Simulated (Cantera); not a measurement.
Charge: 1 mol CO2, 0.024 mol O2, 10 mol N2, equilibrated at 10.0 Torr.

Cantera equilibrium calculation (NASA polynomials, part measured and part estimated; ideal gas, pure solids and liquids). Candidate condensed phases: C; 45 gas species. Ions and electrons are included (thermal ionisation). The numbers say what is thermodynamically allowed, not how fast it happens. All values below are at 3250 K.

Base state: N2 0.831, CO 0.0829, O 0.0791, NO 0.00517, O2 0.00133, N 0.000487, CO2 0.000455 (mole fractions); condensed: gas only.

Task: What changes in the equilibrium state with this change: pressure from 10.0 Torr to 4.28 Torr?

Result: 
| species | before | after |
|---|---|---|
| N2 | 0.831 | 0.830 |
| CO | 0.0829 | 0.0830 |
| O | 0.0791 | 0.0822 |
| NO | 0.00517 | 0.00351 |
| CO2 | 0.000455 | 0.000203 |
| O2 | 0.00133 | 0.000617 |
| N | 0.000487 | 0.000745 |
